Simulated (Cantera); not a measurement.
Cantera run:

```python
import numpy as np
import cantera as ct

gas_names = """
    CL CL2 H HCL H2 N NH NH2 NH3 N2 N2H2 N2H4 Si SiCL SiCL2 SiCL3 SiCL4 SiH SiHCL3 SiH2 SiH2CL2 SiH3
    SiH3CL SiH4 SiN Si2 Si2N Si3
""".split()
cond_names = """
    NH4CL(a) NH4CL(b) Si(cr) Si(L) Si3N4(a)
""".split()


# ... load() reads the species with a 1 bar reference pressure and builds the phases ...
atoms = {
    'Si3N4': {'Si': 3, 'N': 4},
    'HCl': {'H': 1, 'CL': 1},
    'H2': {'H': 2},
}
top_T = {'Si3N4(a)': 2400}  # K; cautious upper limits of use, not melting points


# ... equilibrate(T, P, feed) seeds the gas with the atoms and calls Mixture.equilibrate('TP', solver="vcs", rtol=1e-11, max_steps=5000) ...
results = []
feed = {'Si3N4': 1, 'HCl': 6.8, 'H2': 1.1}  # mol
T = 700  # K
P = 97000  # Pa
mix = equilibrate(T, P, feed)
results.append((T, P, feed, dict(zip(mix.species_names, mix.species_moles))))
x = sorted(zip(gas.X, gas.species_names), reverse=True)
print(f"T = {T:g} K  P = {P:g} Pa  gas = {mix.phase_moles(0):.4g} mol")
print("   x: " + "  ".join(f"{s} {v:.3e}" for v, s in x if v > 0.0001))
print("   condensed (mol): " + ("  ".join(f"{mix.phase(i).name} {mix.phase_moles(i):.4g}"
      for i in range(1, mix.n_phases) if mix.phase_moles(i) > 1e-12) or "none"))
```

It prints:

```
T = 700 K  P = 97000 Pa  gas = 7.487 mol
   x: H2 4.704e-01  HCL 2.582e-01  SiCL4 1.625e-01  N2 1.079e-01  NH3 9.631e-04
   condensed (mol): Si3N4(a) 0.5944
```

Method: chemical equilibrium by Gibbs-energy minimisation in Cantera with the NASA 1993 tables (ideal gas, pure condensed phases).
